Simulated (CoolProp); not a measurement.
Vapour-liquid equilibrium of CH2F2 (R32) (1) + propylene (2) at 1.09 bar; x and y are mole fractions of (1).

Model: multi-fluid Helmholtz-energy mixture model, Tillner-Roth 1997 and Lemmon 2013; pair parameters Bell 2016, in CoolProp.

Problem. Give the bubble temperature and the first vapour's composition at x = 0.05, 0.15, 0.85. Is there an azeotrope?

Solution. x = 0.05: 222.9 K, y = 0.210; x = 0.15: 218.3 K, y = 0.409; x = 0.85: 216.4 K, y = 0.645. y crosses x between x = 0.55 and 0.65: the model has an azeotrope there.

Pair parameters are fitted to limited data, so mixtures are less certain than the pure fluids.
